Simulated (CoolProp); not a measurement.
R245ca at several states: fugacity coefficient from the reference equation and from simpler models built on Tc = 174.4 °C, pc = 3.941 MPa, ω = 0.355; each cubic takes its own stable root.

The numbers come from the reference Helmholtz-energy equation of state, Zhou 2016 in CoolProp.

```tsv
T (°C)	p (MPa)	phase	reference	Redlich-Kwong	Peng-Robinson
175.95	0.468	gas	0.9590	0.9602	0.9560
88.75	0.0103	gas	0.9981	0.9984	0.9981
-44.05	1.27	liquid	0.002015	0.01022	0.002290
-0.15	0.0191	gas	0.9905	0.9936	0.9921
-44.75	10	liquid	0.0003606	0.001944	0.0004064
```
